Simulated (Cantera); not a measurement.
Feed: 1 mol HMDSO, 1.6 mol NO, a varied amount of H₂, at 402 °C and 1600 Pa.

Method: chemical equilibrium by Gibbs-energy minimisation in Cantera with the NASA 1993 tables (ideal gas, pure condensed phases). Candidate condensed phases: C, C₆H₆, C₇H₈, C₈H₁₈, H₂O, Si, SiC, SiO₂, Si₂N₂O, Si₃N₄; 151 gas species. The feed counts by its element totals alone. Rates play no part.

log p: log10 of the partial pressure in bar; n: condensed amount in mol.

| n(H₂) (mol) | log p H₂ | log p CH₄ | log p N₂ | log p NH₃ | log p H₂O | log p C₂H₆ | log p CO | n C(graphite) | n SiO₂(α-quartz) | n Si₂N₂O(s) |
|---|---|---|---|---|---|---|---|---|---|---|
| 7.9 | -1.88 | -2.60 | -3.45 | -6.43 | -7.96 | -8.87 | -9.08 | ___ | 1.07 | 0.467 |
| 11 | -1.88 | -2.60 | -3.52 | -6.46 | -7.98 | -8.87 | -9.11 | ___ | 1.07 | 0.467 |
| 15 | -1.88 | -2.59 | -3.60 | -6.50 | -8.01 | -8.87 | -9.13 | ___ | 1.07 | 0.467 |
| 20 | -1.88 | -2.59 | -3.68 | -6.54 | -8.03 | -8.86 | -9.16 | ___ | 1.07 | 0.467 |
| 27 | -1.88 | -2.59 | -3.77 | -6.58 | -8.06 | -8.86 | -9.19 | ___ | 1.07 | 0.467 |
| 36 | -1.87 | -2.61 | -3.87 | -6.63 | -8.09 | -8.91 | -9.26 | 0 | 1.07 | 0.467 |
| 49 | -1.85 | -2.74 | -3.99 | -6.66 | -8.11 | -9.18 | -9.46 | 0 | 1.07 | 0.467 |

**Question.** Fill in the missing entries.

**Answer.** 
- 7.9, n C(graphite): 3.66
- 11, n C(graphite): 3.22
- 15, n C(graphite): 2.66
- 20, n C(graphite): 1.96
- 27, n C(graphite): 0.977
